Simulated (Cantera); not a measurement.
Input: 1 mol B, 1.3 mol H2, 0.85 mol N2, held at 0.000490 bar.

Cantera equilibrium calculation (NASA polynomials, part measured and part estimated; ideal gas, pure solids and liquids). Candidate condensed phases: B, BN; 15 gas species. Mutual solubility and eutectic melting of coexisting phases are not modelled. The tables' values for BH2 are old estimates; treat these amounts as uncertain. Rates play no part.

x: gas mole fraction; n: condensed amount in mol.

| T (K) | x H2 | x N2 | x H | x B | x BH2 | x BH | x BN | n BN(s) | n B(s) | n B(l) |
|---|---|---|---|---|---|---|---|---|---|---|
| 1750 | 0.780 | 0.211 | 0.00928 | 2.92e-7 | 8.87e-6 | ___ | 6.88e-9 | 1.000 | 0 | 0 |
| 1800 | 0.775 | 0.211 | 0.0142 | 1.36e-6 | 2.05e-5 | ___ | 2.71e-8 | 1.000 | 0 | 0 |
| 1850 | 0.769 | 0.210 | 0.0213 | 5.81e-6 | 4.51e-5 | ___ | 9.87e-8 | 1.000 | 0 | 0 |
| 1900 | 0.760 | 0.209 | 0.0312 | 2.30e-5 | 9.49e-5 | ___ | 3.36e-7 | 1.000 | 0 | 0 |
| 1950 | 0.747 | 0.207 | 0.0448 | 8.50e-5 | 0.000191 | ___ | 1.07e-6 | 1.000 | 0 | 0 |
| 2000 | 0.698 | 0.240 | 0.0614 | 0.000272 | 0.000327 | ___ | 3.24e-6 | 0.843 | 0.156 | 0 |
| 2050 | 0.543 | 0.380 | 0.0755 | 0.000612 | 0.000336 | ___ | 8.06e-6 | 0 | 0.998 | 0 |
| 2100 | 0.522 | 0.375 | 0.102 | 0.00133 | 0.000422 | ___ | 1.53e-5 | 0 | 0.996 | 0 |
| 2150 | 0.495 | 0.368 | 0.134 | 0.00277 | 0.000515 | ___ | 2.83e-5 | 0 | 0.992 | 0 |
| 2200 | 0.462 | 0.359 | 0.173 | 0.00558 | 0.000612 | ___ | 5.04e-5 | 0 | 0.985 | 0 |
| 2250 | 0.422 | 0.348 | 0.218 | 0.0109 | 0.000705 | ___ | 8.72e-5 | 0 | 0.971 | 0 |
| 2300 | 0.376 | 0.334 | 0.268 | 0.0207 | 0.000782 | ___ | 0.000146 | 0 | 0.944 | 0 |
| 2350 | 0.323 | 0.317 | 0.320 | 0.0382 | 0.000830 | ___ | 0.000239 | 0 | 0 | 0.894 |

What belongs in the gaps?


- 1750, x BH: 3.74e-8
- 1800, x BH: 1.37e-7
- 1850, x BH: 4.69e-7
- 1900, x BH: 1.50e-6
- 1950, x BH: 4.50e-6
- 2000, x BH: 1.15e-5
- 2050, x BH: 1.91e-5
- 2100, x BH: 3.42e-5
- 2150, x BH: 5.91e-5
- 2200, x BH: 9.86e-5
- 2250, x BH: 0.000159
- 2300, x BH: 0.000246
- 2350, x BH: 0.000368
